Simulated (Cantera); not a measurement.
Input: 1 mol CH₃SiH₃, 0.1 mol C₂H₂, 8.7 mol H₂, equilibrated at 1.30 mbar.

Method: chemical equilibrium by Gibbs-energy minimisation in Cantera with the NASA 1993 tables (ideal gas, pure condensed phases). Candidate condensed phases: C, C₆H₆, C₇H₈, C₈H₁₈, Si, SiC; 87 gas species. The feed counts by its element totals alone. Gases not in the tables: Si₂H₆ and higher silanes. Kinetics and transport are ignored.

### Question
Which condensed phases are stable at each of these points (T (K)): 1148, 1248, 1348, 1448, 1548, 1648, 1748, 1848, 1948, 2048, 2148, 2248, 2348?

### Answer
```
T (K)      condensed phases  Si condensed (%)
-----  --------------------  ----------------
1148   C(graphite) + SiC(s)             100.0
1248   C(graphite) + SiC(s)             100.0
1348   C(graphite) + SiC(s)             100.0
1448   C(graphite) + SiC(s)             100.0
1548   C(graphite) + SiC(s)             100.0
1648   C(graphite) + SiC(s)             100.0
1748   C(graphite) + SiC(s)             100.0
1848   C(graphite) + SiC(s)              99.8
1948   C(graphite) + SiC(s)              98.9
2048   C(graphite) + SiC(s)              94.7
2148   C(graphite) + SiC(s)              76.5
2248   C(graphite) + SiC(s)               1.8
2348            C(graphite)               0.0
```

From 1148 K to 2248 K the condensed part is C(graphite) + SiC(s). At 2348 K the condensed part is C(graphite).
